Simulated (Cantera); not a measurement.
Feed: 1 mol CH₄, 4.6 mol H₂O, 0.033 mol CO₂, at 6.80 bar.

Method: chemical equilibrium by Gibbs-energy minimisation in Cantera with the NASA 1993 tables (ideal gas, pure condensed phases). Candidate condensed phases: C, C₆H₆, C₇H₈, C₈H₁₈, H₂O; 110 gas species. Rates play no part.

x: gas mole fraction; nothing condenses.

| T (°C) | x H₂O | x H₂ | x CO | x CO₂ | x H |
|---|---|---|---|---|---|
| 1002 | 0.426 | 0.438 | 0.0854 | 0.0499 | (withheld) |
| 1102 | 0.432 | 0.433 | 0.0913 | 0.0441 | (withheld) |
| 1202 | 0.437 | 0.428 | 0.0959 | 0.0394 | (withheld) |
| 1302 | 0.440 | 0.424 | 0.0997 | 0.0357 | (withheld) |
| 1402 | 0.443 | 0.421 | 0.103 | 0.0326 | (withheld) |
| 1502 | 0.446 | 0.419 | 0.105 | 0.0301 | (withheld) |
| 1602 | 0.448 | 0.417 | 0.107 | 0.0280 | (withheld) |
| 1702 | 0.450 | 0.415 | 0.109 | 0.0263 | (withheld) |
| 1802 | 0.451 | 0.413 | 0.110 | 0.0248 | (withheld) |
| 1902 | 0.452 | 0.412 | 0.112 | 0.0236 | (withheld) |
| 2002 | 0.453 | 0.410 | 0.113 | 0.0225 | (withheld) |
| 2102 | 0.453 | 0.408 | 0.113 | 0.0216 | (withheld) |
| 2202 | 0.452 | 0.406 | 0.114 | 0.0207 | (withheld) |
| 2302 | 0.451 | 0.404 | 0.115 | 0.0200 | (withheld) |

### Question
What belongs in the gaps?

### Answer

- 1002, x H: 1.87e-7
- 1102, x H: 8.64e-7
- 1202, x H: 3.25e-6
- 1302, x H: 1.04e-5
- 1402, x H: 2.89e-5
- 1502, x H: 7.18e-5
- 1602, x H: 0.000162
- 1702, x H: 0.000338
- 1802, x H: 0.000657
- 1902, x H: 0.00120
- 2002, x H: 0.00208
- 2102, x H: 0.00345
- 2202, x H: 0.00550
- 2302, x H: 0.00844
